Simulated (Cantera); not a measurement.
# Equilibrium for chemical vapour transport: MgO + HCl + N2

Charge: 1 mol MgO, 0.11 mol HCl, 0.25 mol N2, held at 1573.15 K.

Equilibrium computed with Cantera from the NASA thermochemical tables; the gas is ideal and each condensed phase is pure. Candidate condensed phases: H2O, Mg, MgCl2, MgO, Mg(OH)2, NH4Cl; 38 gas species. The numbers say what is thermodynamically allowed, not how fast it happens.

From 10.0 mbar to 10.0 bar the condensed part is MgO(s). The main Mg-bearing gas is MgCl2 throughout.

```csv
P (Pa),x N2,x HCl,x MgCl2,x H2O,x Cl,x H2,x Cl2,n MgO(s)
1000,0.694,0.254,0.0246,0.0246,0.00237,0.00120,6.45e-6,0.991
2700,0.694,0.254,0.0247,0.0247,0.00170,0.000865,8.96e-6,0.991
7200,0.694,0.255,0.0247,0.0247,0.00122,0.000629,1.24e-5,0.991
19000,0.694,0.255,0.0248,0.0248,0.000881,0.000461,1.69e-5,0.991
52000,0.694,0.255,0.0248,0.0248,0.000623,0.000338,2.31e-5,0.991
140000,0.694,0.255,0.0248,0.0248,0.000439,0.000253,3.09e-5,0.991
370000,0.694,0.255,0.0248,0.0248,0.000307,0.000196,4.00e-5,0.991
1000000,0.694,0.256,0.0248,0.0248,0.000209,0.000156,5.02e-5,0.991
```
x: gas mole fraction; n: condensed amount in mol.
